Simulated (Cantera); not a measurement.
# Low-pressure radical oxidation in H2/O2

An isothermal, constant-pressure homogeneous reactor starts with 4.76 % H₂, 95.2 % O₂, equivalence ratio 0.025, at 1225 K and 310 Pa.

Cantera simulation using the H2/O2 subset of GRI-Mech 3.0, which has no nitrogen chemistry; the numbers are that mechanism's predictions, not measurements. Radical loss at walls, strong at low pressure, is not modelled. The temperature is held fixed by assumption; the heat of reaction is taken as removed at once.

```tsv
t (s)	x H₂	x O₂	x HO₂	x H₂O₂	x H	x O	x H₂O
3.00e-6	0.0476	0.952	4.62e-11	<1e-12	4.58e-11	<1e-12	<1e-12
1.69e-5	0.0476	0.952	2.60e-10	<1e-12	2.47e-10	1.25e-11	<1e-12
9.49e-5	0.0476	0.952	1.46e-9	<1e-12	1.16e-9	3.40e-10	3.82e-11
0.000533	0.0476	0.952	8.21e-9	2.42e-12	5.15e-9	7.10e-9	4.04e-9
0.00300	0.0476	0.952	4.67e-8	7.54e-11	3.99e-7	9.07e-7	1.26e-6
0.0169	0.000937	0.914	7.44e-7	2.11e-8	0.00760	0.0328	0.0410
0.0949	0.000713	0.917	7.10e-7	1.87e-8	0.00628	0.0305	0.0422
0.533	0.000453	0.930	6.28e-7	1.91e-8	0.00302	0.0185	0.0448
3.00	7.87e-5	0.948	3.03e-7	1.41e-8	0.000207	0.00307	0.0479
```
x: mole fraction; the columns are a selection and need not sum to one.

Equilibrium at this temperature and pressure: H₂ 1.91e-8, O₂ 0.951, HO₂ 9.01e-9, H₂O₂ 7.90e-11, H 7.79e-10, O 7.42e-7, H₂O 0.0488 (gas phase only).
